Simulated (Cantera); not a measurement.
An isothermal, constant-pressure homogeneous reactor starts with CH₄ : N₂ = 1 : 3.2 (molar parts), at 1625 K and 0.000390 bar.

Cantera simulation using GRI-Mech 3.0 (53 species, 325 reactions); the numbers are that mechanism's predictions, not measurements. GRI-Mech 3.0 stops at C3 and has no aromatics, soot or wall deposition, so with more carbon than oxygen in the feed, carbon stays in small species such as C2H2 where larger ones or solid carbon would form. Radical loss at walls, strong at low pressure, is not modelled.

Q: Predict: x(CH₄) at 8.00 s; x(CH₂) at 8.00 s; x(HCN) at 8.00 s; x(H) at 8.00 s; x(C₂H₂) at 8.00 s; x(C₂H₆) at 8.00 s.

A: 
| Property | Value |
|---|---|
| x(CH₄) at 8.00 s | 0.112 (gas-phase equilibrium 3.28e-6) |
| x(CH₂) at 8.00 s | 1.29e-6 (gas-phase equilibrium 2.87e-9) |
| x(HCN) at 8.00 s | 1.22e-7 (gas-phase equilibrium 0.0922) |
| x(H) at 8.00 s | 0.000142 (gas-phase equilibrium 0.00193) |
| x(C₂H₂) at 8.00 s | 0.0458 (gas-phase equilibrium 0.0499) |
| x(C₂H₆) at 8.00 s | 1.32e-5 (gas-phase equilibrium <1e-12) |
